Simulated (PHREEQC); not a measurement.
1 kg of water holding 0.035 mol MgBr2, 0.0082 mol NaBr, 0.0033 mol KCl, 0.001 mol CaSO4 and 0.35 mol NaCl is evaporated at 15 °C; the solids stay in contact with the brine. The system is closed to CO2. The run lets Arcanite, Bischofite, Bloedite, Brucite, Carnallite, Epsomite, Glaserite, Glauberite, Gypsum, Anhydrite, Halite, Hexahydrite, Kainite, Kieserite, Leonite, Mirabilite, Misenite, Polyhalite, Portlandite, Schoenite, Sylvite, Syngenite, Thenardite, MgCl2_4H2O precipitate or redissolve, and no other solid.

The series has 21 steps of water left (kg), from 1 to 0.01977.

The numbers come from PHREEQC with the Pitzer model, pitzer.dat.

Question: Which solids form, in which order, and at which step of the series does each first stand?

Answer: Halite from water left = 0.06418 kg; Gypsum from water left = 0.0293 kg.

Species that the database lacks are ignored.
